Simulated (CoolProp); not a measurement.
Vapour-liquid equilibrium of benzene (1) + dimethyl carbonate (2) at 294.1 K; x and y are mole fractions of (1).

The numbers come from the multi-fluid Helmholtz-energy mixture model, Thol 2012 and Zhou 2011; pair parameters Bell 2016 in CoolProp.

Question: Give the bubble pressure and the first vapour's composition at x = 0.35, 0.5, 0.95. Is there an azeotrope?

Answer: x = 0.35: 0.008494 MPa, y = 0.525; x = 0.5: 0.009185 MPa, y = 0.642; x = 0.95: 0.01043 MPa, y = 0.957. No azeotrope shows between x = 0.05 and 0.95.

The pair parameters rest on a limited set of measurements; away from them the model extrapolates.
